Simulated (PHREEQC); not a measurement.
A solution holds 0.004 mol HF, 0.025 mol (NH4)2SiF6 and 0.057 mol HBF4 per kg of water, at 20 °C. Closed to the air; pH follows from the charge balance.

Computed with PHREEQC (ion-association model, wateq4f.dat).

Each row changes one thing in this solution. No solid was allowed to form.

| case | pH | ionic strength (mol/kgw) | HF (mol/kgw) | H3BO3 (mol/kgw) | BF3OH- (mol/kgw) | H2F2 (mol/kgw) | SI of Quartz (SiO2) |
|---|---|---|---|---|---|---|---|
| as made | 1.34 | 0.131 | 0.0113 | 0.00161 | 0.00154 | 0.000411 | -0.65 |
| (NH4)2SiF6 from 0.025 to 0.05 mol/kgw | 1.35 | 0.206 | 0.0110 | 0.00151 | 0.00155 | 0.000396 | -0.42 |
| HF left out | 1.35 | 0.130 | 0.0103 | 0.00227 | 0.00166 | 0.000342 | -0.43 |
| temperature from 20 to 35 °C | 1.35 | 0.130 | 0.0142 | 0.00217 | 0.00161 | 0.000376 | -0.19 |
| 0.0074 mol/kgw NaOH added | 1.40 | 0.131 | 0.0111 | 0.00154 | 0.00157 | 0.000392 | -0.72 |
| HF replaced by NaHF2 at the same molality | 1.37 | 0.131 | 0.0125 | 0.00103 | 0.00141 | 0.000502 | -0.97 |
| HF replaced by NH4F at the same molality | 1.38 | 0.131 | 0.0112 | 0.00158 | 0.00155 | 0.000401 | -0.69 |

SiF6-2 is the database's only silicon fluoride. Real BF4- forms and hydrolyses slowly; the run takes it at equilibrium.
